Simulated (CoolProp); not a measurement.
cis-2-butene at several states: Z from the reference equation and from simpler models built on Tc = 435.8 K, pc = 4236 kPa, ω = 0.202; each cubic takes its own stable root.

Values from CoolProp's reference Helmholtz-energy equation of state, Lemmon 2005. It is a short technical equation, of lower accuracy than the large ones.

```
T (K)  p (kPa)   phase  reference
-----  -------  ------  ---------
206.1      584  liquid    0.02670
195.4     17.9  liquid  0.0008507
481.4      364     gas     0.9782
178.7     61.5  liquid   0.003122
230.6     2810  liquid     0.1188
```

Task: How far does each simpler model (van der Waals, Soave-Redlich-Kwong, Peng-Robinson) lie from the reference over these 5 states: mean and median of the absolute difference, and the worst?

Result: 
- van der Waals: mean 23347.2 %, median 63.8 %, worst +116545.1 % at 195.4 K and 17.9 kPa
- Soave-Redlich-Kwong: mean 7.3 %, median 9.0 %, worst +10.0 % at 178.7 K and 61.5 kPa
- Peng-Robinson: mean 2.4 %, median 2.7 %, worst -3.9 % at 230.6 K and 2810 kPa

At some of these states van der Waals gives the other phase, because its saturation line lies elsewhere.
